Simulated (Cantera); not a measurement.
An adiabatic, constant-pressure homogeneous reactor starts with H2 : O2 : N2 : H2O = 1 : 0.263 : 1.95 : 0.14 (molar parts), equivalence ratio 1.9, at 1550 K and 1000000 Pa. Integrator tolerance rtol = 1e-08.

Cantera simulation using GRI-Mech 3.0 (53 species, 325 reactions); the numbers are that mechanism's predictions, not measurements. The hydrogen kinetics of GRI-Mech 3.0 are dated; newer H2 mechanisms differ, most at raised pressure.

Q: What does this change do: H2 1 to 1.7 parts?

A: 
| quantity | before | after |
|---|---|---|
| time of steepest temperature rise | 2.08 µs | 2.21 µs |
| temperature at 0.100 s | 2595 K | 2438 K |
| equilibrium temperature | 2595 K | 2438 K |
| x(H2) at 0.100 s | 0.152 (gas-phase equilibrium 0.152) | 0.308 (gas-phase equilibrium 0.308) |
| x(O2) at 0.100 s | 1.72e-5 (gas-phase equilibrium 1.72e-5) | 6.28e-7 (gas-phase equilibrium 6.28e-7) |
| x(H2O) at 0.100 s | 0.213 (gas-phase equilibrium 0.213) | 0.175 (gas-phase equilibrium 0.175) |
| x(NO2) at 0.100 s | 5.07e-9 (gas-phase equilibrium 5.07e-9) | 1.49e-10 (gas-phase equilibrium 1.49e-10) |
| x(N2O) at 0.100 s | 3.45e-8 (gas-phase equilibrium 3.45e-8) | 4.08e-9 (gas-phase equilibrium 4.08e-9) |
| x(NO) at 0.100 s | 0.000219 (gas-phase equilibrium 0.000219) | 2.88e-5 (gas-phase equilibrium 2.88e-5) |

Q: What does this change do: N2 1.95 to 1.1 parts?

A: 
| quantity | before | after |
|---|---|---|
| time of steepest temperature rise | 2.08 µs | 1.57 µs |
| temperature at 0.100 s | 2595 K | 2855 K |
| equilibrium temperature | 2595 K | 2855 K |
| x(H2) at 0.100 s | 0.152 (gas-phase equilibrium 0.152) | 0.206 (gas-phase equilibrium 0.206) |
| x(O2) at 0.100 s | 1.72e-5 (gas-phase equilibrium 1.72e-5) | 0.000141 (gas-phase equilibrium 0.000141) |
| x(H2O) at 0.100 s | 0.213 (gas-phase equilibrium 0.213) | 0.287 (gas-phase equilibrium 0.287) |
| x(NO2) at 0.100 s | 5.07e-9 (gas-phase equilibrium 5.07e-9) | 4.26e-8 (gas-phase equilibrium 4.26e-8) |
| x(N2O) at 0.100 s | 3.45e-8 (gas-phase equilibrium 3.45e-8) | 1.13e-7 (gas-phase equilibrium 1.13e-7) |
| x(NO) at 0.100 s | 0.000219 (gas-phase equilibrium 0.000219) | 0.000809 (gas-phase equilibrium 0.000809) |

Q: What does this change do: constant volume in place of constant pressure?

A: 
```tsv
quantity	before	after
time of steepest temperature rise	2.08 µs	2.04 µs
temperature at 0.100 s	2595 K	2794 K
equilibrium temperature	2595 K	2794 K
x(H2) at 0.100 s	0.152 (gas-phase equilibrium 0.152)	0.151 (gas-phase equilibrium 0.151)
x(O2) at 0.100 s	1.72e-5 (gas-phase equilibrium 1.72e-5)	5.34e-5 (gas-phase equilibrium 5.34e-5)
x(H2O) at 0.100 s	0.213 (gas-phase equilibrium 0.213)	0.211 (gas-phase equilibrium 0.211)
x(NO2) at 0.100 s	5.07e-9 (gas-phase equilibrium 5.07e-9)	2.29e-8 (gas-phase equilibrium 2.29e-8)
x(N2O) at 0.100 s	3.45e-8 (gas-phase equilibrium 3.45e-8)	1.06e-7 (gas-phase equilibrium 1.06e-7)
x(NO) at 0.100 s	0.000219 (gas-phase equilibrium 0.000219)	0.000521 (gas-phase equilibrium 0.000521)
```
